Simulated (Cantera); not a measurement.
What does this Cantera script print?

```python
import numpy as np
import cantera as ct

gas_names = """
    CL LiCL
""".split()
cond_names = """
    Li(cr) Li(L)
""".split()


def load(file, names, dense=False):
    # The tables refer to 1 bar. Condensed volumes are neglected.
    table = {s.name: s for s in ct.Species.list_from_file(file)}
    out = []
    for n in names:
        d = dict(table[n].input_data)
        d["thermo"] = dict(d["thermo"], **{"reference-pressure": 1e5})
        if dense:
            d["equation-of-state"] = {"model": "constant-volume", "density": "1e6 g/cm^3"}
        out.append(ct.Species.from_dict(d))
    return out


species = {s.name: s for s in load("nasa_gas.yaml", gas_names) + load("nasa_condensed.yaml", cond_names)}
# Each term lists the table entries of one substance; the one whose range holds T is used.
reactions = {
    'Cl(g) + Li = LiCl(g)':
        [(-1, ['CL']), (-1, ['Li(cr)', 'Li(L)']), (1, ['LiCL'])],
}


def pick(names, T):
    return next(species[n] for n in names if species[n].thermo.min_temp <= T <= species[n].thermo.max_temp)


results = []
for label, terms in reactions.items():
    print(label)
    print("     T/K   dH/kJ  dS/(J/K)   dG/kJ   log10 K")
    for T in [300, 750, 850, 950, 1050, 1150, 1250, 1350, 1450, 1550]:
        used = [(nu, pick(names, T)) for nu, names in terms]
        dH = sum(nu * s.thermo.h(T) for nu, s in used) / 1e6
        dS = sum(nu * s.thermo.s(T) for nu, s in used) / 1e3
        dG = dH - T * dS / 1e3
        logK = -dG * 1e6 / (ct.gas_constant * T * np.log(10))
        results.append((label, T, dH, dS, dG, logK, [s.name for _, s in used]))
        print(f"{T:8g} {dH:8.1f} {dS:8.1f} {dG:8.1f} {logK:8.2f}")
```

Result:

```
Cl(g) + Li = LiCl(g)
     T/K   dH/kJ  dS/(J/K)   dG/kJ   log10 K
     300   -317.0     18.5   -322.6    56.17
     750   -327.1     -2.3   -325.4    22.66
     850   -328.5     -4.1   -325.0    19.97
     950   -330.0     -5.7   -324.5    17.84
    1050   -331.3     -7.1   -323.9    16.11
    1150   -332.6     -8.3   -323.1    14.68
    1250   -334.0     -9.4   -322.2    13.47
    1350   -335.3    -10.4   -321.2    12.43
    1450   -336.6    -11.3   -320.2    11.53
    1550   -337.9    -12.2   -319.0    10.75
```

Source: NASA polynomial tables (part measured, part estimated), evaluated in Cantera. Condensed species are held in their standard states even where they would react or evaporate.
